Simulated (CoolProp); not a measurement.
Properties of m-xylene at several states.

Model: reference Helmholtz-energy equation of state, Zhou 2012, in CoolProp.

```tsv
T (°C)	p (MPa)	phase	cp (kJ/(kg K))	fugacity coefficient
21.65	0.475	liquid	___	___
161.65	0.108	gas	___	___
81.15	12.3	liquid	___	0.002184
```

Question: Some entries are withheld; supply them.

Answer: 
- 21.65, cp (kJ/(kg K)): 1.700
- 21.65, fugacity coefficient: 0.001977
- 161.65, cp (kJ/(kg K)): 1.732
- 161.65, fugacity coefficient: 0.9637
- 81.15, cp (kJ/(kg K)): 1.884
